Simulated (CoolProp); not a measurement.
Oxygen at 298.15 K and 0.485 MPa is compressed adiabatically to 2.2 MPa with isentropic efficiency 0.6. Each further row changes one setting.

The numbers come from the reference Helmholtz-energy equation of state, Schmidt 1985 in CoolProp.

| case | work (kJ/kg) | final temperature (K) | final density (kg/m³) |
|---|---|---|---|
| as stated | … | 554.0 | … |
| efficiency 1 | 146 | … | … |
| efficiency 0.65 | … | … | 15.7 |

### Question
What belongs in the gaps?

### Answer

- as stated, work (kJ/kg): 243
- as stated, final density (kg/m³): 15.2
- efficiency 1, final temperature (K): 455.0
- efficiency 1, final density (kg/m³): 18.6
- efficiency 0.65, work (kJ/kg): 224
- efficiency 0.65, final temperature (K): 535.2

Above 300 K oxygen's equation is extrapolated.
